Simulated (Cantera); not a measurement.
Mixture: CO : H2 : O2 : N2 = 1 : 0.62 : 1.08 : 4.06 (molar parts), at 38.5 atm, adiabatic and at constant volume. Ignition delay is the time to a rise of 400 K.

Cantera simulation using GRI-Mech 3.0 (53 species, 325 reactions); the numbers are that mechanism's predictions, not measurements. The hydrogen kinetics of GRI-Mech 3.0 are dated; newer H2 mechanisms differ, most at raised pressure. The pressure lies above the range GRI-Mech 3.0 was tuned for (to about 10 atm).

### Question
Predict: delay at 1375 K; delay at 1450 K; delay at 1525 K; delay at 1600 K; delay at 1675 K; apparent activation energy between 1525 and 1675 K.

### Answer
- delay at 1375 K: 4.40 µs
- delay at 1450 K: 1.64 µs
- delay at 1525 K: 0.827 µs
- delay at 1600 K: 0.526 µs
- delay at 1675 K: 0.381 µs
- apparent activation energy between 1525 and 1675 K: 110 kJ/mol
